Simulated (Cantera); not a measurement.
## Metals in furnace atmospheres: Fe + O₂ + CO

Feed: 1 mol Fe, 0.0054 mol O₂, 19 mol CO, at 3.10 mbar.

Method: chemical equilibrium by Gibbs-energy minimisation in Cantera with the NASA 1993 tables (ideal gas, pure condensed phases). Candidate condensed phases: C, Fe, Fe(CO)₅, FeO, Fe₂O₃, Fe₃O₄; 15 gas species. Condensed phases not in the tables: cementite and carbon dissolved in iron. The numbers say what is thermodynamically allowed, not how fast it happens.

```json
[
 {"T (°C)": "750", "x CO": "0.999", "x Fe": "1.45e-11", "x CO₂": "0.00111", "x FeO": "<1e-12", "x O": "<1e-12", "n C(graphite)": "0.0102", "n Fe(α)": "1.00", "n Fe(γ)": "0", "n Fe(δ)": "0", "n Fe(l)": "0"},
 {"T (°C)": "825", "x CO": "0.999", "x Fe": "3.75e-10", "x CO₂": "0.000568", "x FeO": "<1e-12", "x O": "<1e-12", "n C(graphite)": "0", "n Fe(α)": "1.00", "n Fe(γ)": "0", "n Fe(δ)": "0", "n Fe(l)": "0"},
 {"T (°C)": "900", "x CO": "0.999", "x Fe": "6.33e-9", "x CO₂": "0.000568", "x FeO": "<1e-12", "x O": "<1e-12", "n C(graphite)": "0", "n Fe(α)": "1.00", "n Fe(γ)": "0", "n Fe(δ)": "0", "n Fe(l)": "0"},
 {"T (°C)": "975", "x CO": "0.999", "x Fe": "7.52e-8", "x CO₂": "0.000568", "x FeO": "<1e-12", "x O": "<1e-12", "n C(graphite)": "0", "n Fe(α)": "0", "n Fe(γ)": "1.000", "n Fe(δ)": "0", "n Fe(l)": "0"},
 {"T (°C)": "1050", "x CO": "0.999", "x Fe": "6.70e-7", "x CO₂": "0.000568", "x FeO": "1.19e-12", "x O": "<1e-12", "n C(graphite)": "0", "n Fe(α)": "0", "n Fe(γ)": "1.000", "n Fe(δ)": "0", "n Fe(l)": "0"},
 {"T (°C)": "1125", "x CO": "0.999", "x Fe": "4.70e-6", "x CO₂": "0.000568", "x FeO": "1.44e-11", "x O": "<1e-12", "n C(graphite)": "0", "n Fe(α)": "0", "n Fe(γ)": "1.000", "n Fe(δ)": "0", "n Fe(l)": "0"},
 {"T (°C)": "1200", "x CO": "0.999", "x Fe": "2.70e-5", "x CO₂": "0.000568", "x FeO": "1.34e-10", "x O": "1.66e-12", "n C(graphite)": "0", "n Fe(α)": "0", "n Fe(γ)": "0.999", "n Fe(δ)": "0", "n Fe(l)": "0"},
 {"T (°C)": "1275", "x CO": "0.999", "x Fe": "0.000130", "x CO₂": "0.000568", "x FeO": "1.00e-9", "x O": "1.38e-11", "n C(graphite)": "0", "n Fe(α)": "0", "n Fe(γ)": "0.998", "n Fe(δ)": "0", "n Fe(l)": "0"},
 {"T (°C)": "1350", "x CO": "0.999", "x Fe": "0.000539", "x CO₂": "0.000568", "x FeO": "6.18e-9", "x O": "9.37e-11", "n C(graphite)": "0", "n Fe(α)": "0", "n Fe(γ)": "0.990", "n Fe(δ)": "0", "n Fe(l)": "0"},
 {"T (°C)": "1425", "x CO": "0.997", "x Fe": "0.00196", "x CO₂": "0.000567", "x FeO": "3.22e-8", "x O": "5.39e-10", "n C(graphite)": "0", "n Fe(α)": "0", "n Fe(γ)": "0", "n Fe(δ)": "0.963", "n Fe(l)": "0"},
 {"T (°C)": "1500", "x CO": "0.993", "x Fe": "0.00638", "x CO₂": "0.000565", "x FeO": "1.45e-7", "x O": "2.67e-9", "n C(graphite)": "0", "n Fe(α)": "0", "n Fe(γ)": "0", "n Fe(δ)": "0.878", "n Fe(l)": "0"},
 {"T (°C)": "1575", "x CO": "0.981", "x Fe": "0.0184", "x CO₂": "0.000557", "x FeO": "5.62e-7", "x O": "1.16e-8", "n C(graphite)": "0", "n Fe(α)": "0", "n Fe(γ)": "0", "n Fe(δ)": "0", "n Fe(l)": "0.644"}
]
```
x: gas mole fraction; n: condensed amount in mol.

At 750 °C the condensed part is C(graphite) + Fe(α). From 825 °C to 900 °C the condensed part is Fe(α). From 975 °C to 1350 °C the condensed part is Fe(γ). From 1425 °C to 1500 °C the condensed part is Fe(δ). At 1575 °C the condensed part is Fe(l).
